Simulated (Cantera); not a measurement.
Feed: 1 mol Al(CH3)3, 6.8 mol N2O, 760 mol N2, at 0.00330 bar.

Cantera equilibrium calculation (NASA polynomials, part measured and part estimated; ideal gas, pure solids and liquids). Candidate condensed phases: Al, AlN, Al2O3, C, C6H6, C7H8, C8H18, H2O; 148 gas species. The feed counts by its element totals alone. Kinetics and transport are ignored. All values below are at 1752 °C.

Base state: N2 0.989, CO 0.00333, H2 0.00276, H2O 0.00209, H 0.00176, CO2 0.000539, OH 0.000139, NO 9.18e-5 (mole fractions); condensed: Al2O3(s).

What changes in the equilibrium state with this change: Al(CH3)3 replaced by Al?


```
species          before     after
-------------  --------  --------
N2                0.989     0.996
O2              2.10e-5   0.00258
NO              9.18e-5   0.00102
CO              0.00333         0
H2              0.00276         0
H2O             0.00209         0
H               0.00176         0
CO2            0.000539         0
OH             0.000139         0
O               6.45e-5  0.000714
Al2O3(s), mol     0.500     0.500
```
